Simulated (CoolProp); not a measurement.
CHF3 (R23) along the isotherm 256.1 K: fugacity coefficient from the reference equation and from simpler models built on Tc = 299.3 K, pc = 4832 kPa, ω = 0.263; each cubic takes its own stable root.

Model: reference Helmholtz-energy equation of state, Penoncello 2003, in CoolProp.

```csv
p (kPa),phase,reference
3020,liquid,0.4247
6040,liquid,0.2311
9060,liquid,0.1674
12100,liquid,0.1361
15100,liquid,0.1181
18100,liquid,0.1066
21100,liquid,0.09892
24200,liquid,0.09344
27200,liquid,0.08977
30200,liquid,0.08725
33200,liquid,0.08559
36200,liquid,0.08461
39300,liquid,0.08417
42300,liquid,0.08421
45300,liquid,0.08463
48300,liquid,0.08540
```

**Question.** How far does each simpler model (van der Waals, Redlich-Kwong, Soave-Redlich-Kwong, Peng-Robinson) lie from the reference over these 16 states: mean and median of the absolute difference, and the worst?

**Answer.** 
- van der Waals: mean 129.8 %, median 127.3 %, worst +212.1 % at 256.1 K and 48300 kPa
- Redlich-Kwong: mean 37.1 %, median 37.7 %, worst +50.4 % at 256.1 K and 48300 kPa
- Soave-Redlich-Kwong: mean 15.7 %, median 16.1 %, worst +25.6 % at 256.1 K and 48300 kPa
- Peng-Robinson: mean 3.9 %, median 4.1 %, worst +5.3 % at 256.1 K and 48300 kPa
